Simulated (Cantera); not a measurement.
Feed: 1 mol Cu2O, 0.87 mol CH4, 0.68 mol CO, held at 1825 K and 2.00 mbar.

These are equilibrium values from Cantera (NASA tables, ideal gas, pure condensed phases), not measurements of a reactor. Candidate condensed phases: C, C6H6, C7H8, C8H18, Cu, CuO, Cu(OH)2, Cu2O, H2O; 113 gas species. The numbers say what is thermodynamically allowed, not how fast it happens.

Base state: Cu 0.360, H2 0.314, CO 0.295, H2O 0.0203, H 0.00551, CO2 0.00486, Cu2 0.000768, OH 2.49e-5 (mole fractions); condensed: Cu(l).

What changes in the equilibrium state with this change: pressure from 2.00 mbar to 3.50 bar?


| species | before | after |
|---|---|---|
| H2 | 0.314 | 0.497 |
| CO | 0.295 | 0.463 |
| H2O | 0.0203 | 0.0319 |
| Cu | 0.360 | 0.000206 |
| Cu2 | 0.000768 | 4.39e-7 |
| OH | 2.49e-5 | 7.45e-7 |
| H | 0.00551 | 0.000166 |
| Cu(l), mol | 0.131 | 2.00 |
